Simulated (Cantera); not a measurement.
## Silicon epitaxy and polysilicon growth: SiH2Cl2 + Cl2 + H2

Feed: 1 mol SiH2Cl2, 0.11 mol Cl2, 130 mol H2, held at 6.20 mbar.

Cantera equilibrium calculation (NASA polynomials, part measured and part estimated; ideal gas, pure solids and liquids). Candidate condensed phases: Si; 19 gas species. The tables' values for SiCl, SiCl3 are old estimates; treat these amounts as uncertain. Gases not in the tables: Si2H6 and higher silanes. Equilibrium is a limit: real reactors are often held back by kinetics, nucleation or transport.

```
T (K)   x H2   x HCl       x H   x SiCl2      x Si  n Si(s)  n Si(l)
-----  -----  ------  --------  --------  --------  -------  -------
1248   0.984  0.0155   5.88e-6  0.000614   1.25e-9    0.916        0
1298   0.984  0.0155   1.35e-5  0.000647   6.55e-9    0.913        0
1348   0.984  0.0154   2.91e-5  0.000678   3.03e-8    0.909        0
1398   0.984  0.0154   5.96e-5  0.000707   1.26e-7    0.906        0
1448   0.984  0.0153  0.000116  0.000735   4.72e-7    0.902        0
1498   0.984  0.0153  0.000216  0.000760   1.62e-6    0.899        0
1548   0.984  0.0152  0.000388  0.000784   5.12e-6    0.895        0
1598   0.983  0.0152  0.000670  0.000806   1.51e-5    0.890        0
1648   0.983  0.0151   0.00112  0.000825   4.15e-5    0.882        0
1698   0.982  0.0151   0.00182  0.000832  0.000106        0    0.869
1748   0.981  0.0151   0.00287  0.000779  0.000235        0    0.855
```
x: gas mole fraction; n: condensed amount in mol.

From 1248 K to 1648 K the condensed part is Si(s). From 1698 K to 1748 K the condensed part is Si(l). The main Si-bearing gas is SiCl2 throughout. The share of Si in condensed phases is highest at 1248 K (91.6 %) and lowest at 1748 K (85.5 %).
